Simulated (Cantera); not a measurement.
## Premixed flame

A freely propagating, adiabatic, planar premixed flame of 39.1 % H2, 10.9 % O2, 50.0 % N2, equivalence ratio 1.8, unburnt at 473 K and 0.132 atm; mixture-averaged transport, grid criteria slope 0.08 and curve 0.16, no radiation.

Computed with Cantera and the H2/O2 subset of GRI-Mech 3.0, which has no nitrogen chemistry. Burning velocities carry a grid error of a few per cent, more on coarse grids.

```csv
z (mm),T (K),u (m/s),x H2,x O2,x H2O2,x HO2,x H2O,x O
-17.8,473,4.08,0.391,0.109,<1e-8,<1e-8,<1e-8,<1e-8
-11.8,473,4.08,0.391,0.109,<1e-8,<1e-8,<1e-8,<1e-8
-8.88,473,4.08,0.391,0.109,<1e-8,<1e-8,<1e-8,<1e-8
-5.92,473,4.08,0.391,0.109,<1e-8,1.73e-7,1.27e-8,<1e-8
-2.96,486,4.18,0.389,0.109,1.89e-6,6.65e-5,0.000675,8.17e-6
-1.48,665,5.64,0.362,0.103,2.11e-6,3.32e-5,0.0156,0.000166
0,1049,8.67,0.239,0.0621,2.26e-7,1.10e-5,0.104,0.00366
1.48,1290,10.6,0.144,0.00858,1.79e-7,1.46e-6,0.207,0.00342
2.96,1380,11.2,0.137,0.00216,1.54e-7,3.38e-7,0.221,0.00231
5.92,1479,12.0,0.144,0.00152,1.42e-7,2.13e-7,0.223,0.00210
11.8,1593,12.8,0.153,0.00120,1.06e-7,1.52e-7,0.226,0.00178
23.7,1712,13.6,0.162,0.000837,6.32e-8,9.95e-8,0.229,0.00132
47.4,1824,14.4,0.170,0.000506,3.32e-8,6.09e-8,0.232,0.000839
```
x: mole fraction of selected species; z is measured from the peak of heat release.

```yaml
laminar_burning_velocity: 408 cm/s
thermal_thickness: 5.92 mm
peak x(H2O2): 3.67e-6
peak x(HO2): 6.67e-5
peak x(O): 0.00470
grid_points: 149
```
